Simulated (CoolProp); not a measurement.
Properties of tetradecamethylhexasiloxane (MD4M) along the isobar 7.6 bar (Tc = 653.2 K, pc = 8.286 bar, ω = 0.800).

Values from CoolProp's reference Helmholtz-energy equation of state, Thol 2019.

```
T (K)   phase       Z  cv (kJ/(kg K))  speed of sound (m/s)
-----  ------  ------  --------------  --------------------
490.7  liquid  0.1232           1.874                 454.9
497.4  liquid  0.1229           1.887                 439.6
504    liquid  0.1227           1.900                 424.7
510.7  liquid  0.1225           1.913                 409.6
517.3  liquid  0.1223           1.926                 394.8
523.9  liquid  0.1223           1.938                 380.0
530.6  liquid  0.1223           1.951                 365.0
537.2  liquid  0.1223           1.964                 350.2
543.9  liquid  0.1225           1.976                 335.3
550.5  liquid  0.1228           1.989                 320.5
557.2  liquid  0.1231           2.001                 305.4
563.8  liquid  0.1235           2.013                 290.5
570.5  liquid  0.1241           2.026                 275.3
577.1  liquid  0.1248           2.038                 260.2
583.8  liquid  0.1257           2.050                 244.7
```
